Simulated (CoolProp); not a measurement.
R113 along the isobar 1.47 MPa: Z from the reference equation and from simpler models built on Tc = 487.2 K, pc = 3.392 MPa, ω = 0.253; each cubic takes its own stable root.

Values from CoolProp's reference Helmholtz-energy equation of state, Marx 1992.

```csv
T (K),phase,reference
294.2,liquid,0.07144
314.8,liquid,0.06890
335.4,liquid,0.06690
355.9,liquid,0.06541
376.5,liquid,0.06444
397.1,liquid,0.06409
417.7,liquid,0.06456
438.3,gas,0.7342
458.8,gas,0.7869
479.4,gas,0.8238
500,gas,0.8517
```

**Question.** How far does each simpler model (van der Waals, Peng-Robinson) lie from the reference over these 11 states: mean and median of the absolute difference, and the worst?

**Answer.** 
- van der Waals: mean 134.1 %, median 61.7 %, worst +1084.8 % at 417.7 K and 1.47 MPa
- Peng-Robinson: mean 3.2 %, median 2.9 %, worst -5.0 % at 314.8 K and 1.47 MPa

At some of these states van der Waals gives the other phase, because its saturation line lies elsewhere.
